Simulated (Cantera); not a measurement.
Mixture: 8.50 % CH₄, 13.1 % O₂, 78.4 % N₂, at 500000 Pa, adiabatic and at constant volume. Ignition delay is the time to a rise of 400 K.

Model: GRI-Mech 3.0 (53 species, 325 reactions), integrated in Cantera.

Question: Predict: delay at 1125 K; delay at 1200 K; delay at 1275 K; delay at 1350 K; delay at 1425 K; delay at 1500 K; delay at 1575 K; apparent activation energy between 1425 and 1575 K.

Answer: 
```
Property                                                Result
--------------------------------------------------  ----------
delay at 1125 K                                        46.2 ms
delay at 1200 K                                        17.0 ms
delay at 1275 K                                        6.68 ms
delay at 1350 K                                        2.77 ms
delay at 1425 K                                        1.20 ms
delay at 1500 K                                       0.544 ms
delay at 1575 K                                       0.257 ms
apparent activation energy between 1425 and 1575 K  190 kJ/mol
```
